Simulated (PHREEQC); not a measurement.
Consider water at 70 °C with 0.012 mol/kgw FeSO4, 0.00064 mol/kgw TMAH and 0.0005 mol/kgw LiBr. Closed to the air; pH follows from the charge balance.

Equilibrium calculation in PHREEQC: ion-association model, phreeqc.dat.

```yaml
pH: 7.41
ionic_strength: 0.0292 mol/kgw
total_alkalinity: 0.640 meq/kg
```

```
species   molality  activity   log γ
--------  --------  --------  ------
SO4-2      0.00733   0.00370  -0.298
Fe+2       0.00671   0.00349  -0.284
FeSO4      0.00466   0.00469   0.003
(CH3)4N+  0.000640  0.000535  -0.078
FeOH+     0.000628  0.000530  -0.074
Br-       0.000500  0.000415  -0.081
Li+       0.000492  0.000418  -0.071
LiSO4-     8.00e-6   6.74e-6  -0.074
OH-        5.01e-6   4.17e-6  -0.079
Fe(OH)2    3.47e-6   3.49e-6   0.003
HSO4-      5.13e-8   4.30e-8  -0.077
```

This is a speciation only: nothing precipitates in the calculation. Complexes and solids missing from the database can't appear. (CH3)4N+ isn't in the database: it is added as a free cation with an ion size of 4 Å. Constants without temperature data keep their 25 °C values here.
